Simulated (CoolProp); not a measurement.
The numbers come from the reference Helmholtz-energy equation of state, Gao 2020 in CoolProp.

Problem. Give the vapour pressure (kPa), liquid cp (kJ/(kg K)), liquid conductivity (mW/(m K)) of saturated ammonia at 308.5, 378.3 K.

Solution. 
```tsv
T (K)	p (kPa)	liquid cp (kJ/(kg K))	liquid conductivity (mW/(m K))
308.5	1360	4.88	457
378.3	6910	7.59	271
```

Thermal conductivity comes from a separate model (Tufeu 1984).
